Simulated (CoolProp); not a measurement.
R143a at 298.15 K and 0.793 MPa flows at 14 m/s in a round tube of 4.6 mm bore and 0.25 µm roughness, fully developed (64/Re and Nu = 3.66 if laminar; Colebrook and Gnielinski if turbulent). Each further row changes one setting.

The numbers come from the reference Helmholtz-energy equation of state, Lemmon and Jacobsen 2000 in CoolProp.

| case | Reynolds number | Darcy friction factor | pressure drop (Pa/m) | heat-transfer coefficient (W/(m² K)) | mass flow (kg/h) |
|---|---|---|---|---|---|
| as stated | 179000 | 0.0164 | … | 1080 | … |
| velocity 28 m/s | 359000 | 0.0146 | 39200 | 1920 | 52.8 |
| diameter 9.2 mm | 359000 | … | … | 938 | 106 |

### Question
Complete the blanks.

### Answer

- as stated, pressure drop (Pa/m): 11000
- as stated, mass flow (kg/h): 26.4
- diameter 9.2 mm, Darcy friction factor: 0.0143
- diameter 9.2 mm, pressure drop (Pa/m): 4800

Viscosity comes from a separate model (Klein 1997), an estimate that may be off by 10 % or more. Thermal conductivity comes from a separate model (McLinden 2000), an estimate that may be off by 10 % or more.
